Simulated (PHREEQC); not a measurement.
Dissolve 3.2 mmol/kgw HF, 170 mmol/kgw NH4HF2 and 0.0022 mmol/kgw H4SiO4 at 25 °C. It is in equilibrium with CO2 at log p = -3.4 (atm). Otherwise closed; pH follows from the charge balance.

The numbers come from PHREEQC with the ion-association model, phreeqc.dat.

Problem. The ionic strength comes out as 0.171 mol/kgw. What activity coefficients do NH4+, SiF6-2, F-, H+, HF2- get?

Solution. NH4+ 0.70, SiF6-2 0.31, F- 0.72, H+ 0.80, HF2- 0.75.

This is a speciation only: nothing precipitates in the calculation. SiF6-2 is the database's only silicon fluoride.
